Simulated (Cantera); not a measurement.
Charge: 1 mol Ti, a varied amount of C₃H₈, equilibrated at 1250 °C and 0.210 bar.

These are equilibrium values from Cantera (NASA tables, ideal gas, pure condensed phases), not measurements of a reactor. Candidate condensed phases: C, C₆H₆, C₇H₈, C₈H₁₈, Ti, TiC; 77 gas species. Mutual solubility and eutectic melting of coexisting phases are not modelled. TiC: taken at fixed stoichiometry. Condensed phases not in the tables: N, O or C dissolved in the metal. Equilibrium is a limit: real reactors are often held back by kinetics, nucleation or transport.

x: gas mole fraction; n: condensed amount in mol.

```csv
n(C₃H₈) (mol),x H₂,x CH₄,x H,x C₂H₂ (acetylene),x C₂H₄,x CH₃,n Ti(β),n TiC(s),n C(graphite)
0.059,1.000,1.02e-9,5.05e-5,<1e-12,<1e-12,1.05e-12,0.823,0.177,0
0.088,1.000,1.02e-9,5.05e-5,<1e-12,<1e-12,1.05e-12,0.736,0.264,0
0.13,1.000,1.02e-9,5.05e-5,<1e-12,<1e-12,1.05e-12,?,?,0
0.19,1.000,1.02e-9,5.05e-5,<1e-12,<1e-12,1.05e-12,0.430,0.570,0
0.28,1.000,1.02e-9,5.05e-5,<1e-12,<1e-12,1.05e-12,?,?,0
0.42,0.999,0.000483,5.05e-5,1.18e-5,5.63e-7,4.95e-7,0,1.00,0.259
0.62,0.999,0.000483,5.05e-5,1.18e-5,5.63e-7,4.95e-7,0,1.00,0.859
```

Problem. Some entries are withheld; supply them.

Solution. 
- 0.13, n Ti(β): 0.610
- 0.13, n TiC(s): 0.390
- 0.28, n Ti(β): 0.160
- 0.28, n TiC(s): 0.840
